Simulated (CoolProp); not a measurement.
R115 along the isobar 1280 kPa: density (kg/m³) from the reference equation and from simpler models built on Tc = 80.0 °C, pc = 3129 kPa, ω = 0.248; each cubic takes its own stable root.

Values from CoolProp's reference Helmholtz-energy equation of state, Lemmon 2016.

```tsv
T (°C)	phase	reference	van der Waals	Redlich-Kwong
-34.45	liquid	1535	967.9	1406
-20.45	liquid	1484	935.3	1350
-6.45	liquid	1431	898.7	1289
7.45	liquid	1373	856.9	1220
21.45	liquid	1309	105.9	1140
35.45	liquid	1233	96.89	103.3
49.45	gas	95.11	89.74	93.75
63.45	gas	86.77	83.84	86.48
77.45	gas	80.43	78.85	80.62
91.45	gas	75.31	74.54	75.73
105.35	gas	71.04	70.78	71.58
119.35	gas	67.36	67.43	67.94
133.35	gas	64.13	64.42	64.73
147.35	gas	61.27	61.71	61.88
161.35	gas	58.71	59.25	59.31
```

At some of these states van der Waals, Redlich-Kwong gives the other phase, because its saturation line lies elsewhere.
